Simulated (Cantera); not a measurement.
Input: 1 mol C2H4, 0.043 mol H2O, 46 mol N2, at 2975 K and 50.0 mbar.

Method: chemical equilibrium by Gibbs-energy minimisation in Cantera with the NASA 1993 tables (ideal gas, pure condensed phases). Candidate condensed phases: C, C6H6, C7H8, C8H18, H2O; 136 gas species. Rates play no part.

Base state: N2 0.909, H 0.0527, HCN 0.0128, CN 0.0104, H2 0.00651, C3 0.00313, HNC 0.00237, CO 0.000862 (mole fractions); condensed: gas only.

### Question
What changes in the equilibrium state with this change: pressure from 50.0 mbar to 0.620 bar?

### Answer
| species | before | after |
|---|---|---|
| N2 | 0.909 | 0.927 |
| H | 0.0527 | 0.0232 |
| HCN | 0.0128 | 0.0230 |
| CN | 0.0104 | 0.00345 |
| H2 | 0.00651 | 0.0156 |
| C | 0.000693 | 6.43e-5 |
| C2 | 0.000364 | 3.89e-5 |
| C3 | 0.00313 | 0.000385 |
| C5 | 4.00e-5 | 6.52e-6 |
| C4H2 | 5.17e-6 | 2.18e-5 |
| C(graphite), mol | 0 | 0.198 |
